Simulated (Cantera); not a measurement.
B2H6 + O2 (boron, boron nitride and boron oxide)

Charge: 1 mol B2H6, 0.069 mol O2, equilibrated at 0.100 bar.

Cantera equilibrium calculation (NASA polynomials, part measured and part estimated; ideal gas, pure solids and liquids). Candidate condensed phases: B, B2O3, B3O3H3, H2O; 23 gas species. The feed counts by its element totals alone. Mutual solubility and eutectic melting of coexisting phases are not modelled. The tables' values for BH2 are old estimates; treat these amounts as uncertain. Gases not in the tables: B2H6 and higher boranes. Kinetics and transport are ignored.

From 898 K to 1498 K the condensed part is B(s) + B2O3(l). From 1648 K to 2248 K the condensed part is B(s). At 2398 K the condensed part is B(l). The main B-bearing gas is B3O3H3 at 898 K and HBO at 2398 K. The share of B in condensed phases is highest at 898 K (99.3 %) and lowest at 2398 K (92.5 %).

```csv
T (K),x H2,x H,x HBO,x BO,x B2O2,x BH2,x B3O3H3,n B(s),n B2O3(l),n B(l)
898,0.998,3.46e-10,1.63e-7,<1e-12,3.22e-12,2.73e-10,0.00166,1.90,0.0410,0
1048,0.998,2.44e-8,9.12e-6,1.38e-11,3.67e-9,1.17e-8,0.00200,1.90,0.0400,0
1198,0.998,6.00e-7,0.000180,4.77e-9,6.82e-7,1.94e-7,0.00216,1.90,0.0393,0
1348,0.996,7.30e-6,0.00179,4.35e-7,3.80e-5,1.71e-6,0.00220,1.90,0.0375,0
1498,0.985,5.39e-5,0.0110,1.57e-5,0.000918,9.54e-6,0.00213,1.89,0.0255,0
1648,0.963,0.000276,0.0299,0.000183,0.00481,3.83e-5,0.000500,1.87,0,0
1798,0.959,0.00109,0.0336,0.000683,0.00450,0.000123,1.77e-5,1.86,0,0
1948,0.955,0.00349,0.0348,0.00194,0.00373,0.000329,8.73e-7,1.86,0,0
2098,0.948,0.00948,0.0340,0.00451,0.00289,0.000758,5.76e-8,1.86,0,0
2248,0.934,0.0224,0.0311,0.00874,0.00203,0.00154,4.49e-9,1.86,0,0
2398,0.907,0.0475,0.0262,0.0143,0.00126,0.00268,3.68e-10,0,0,1.85
```
x: gas mole fraction; n: condensed amount in mol.
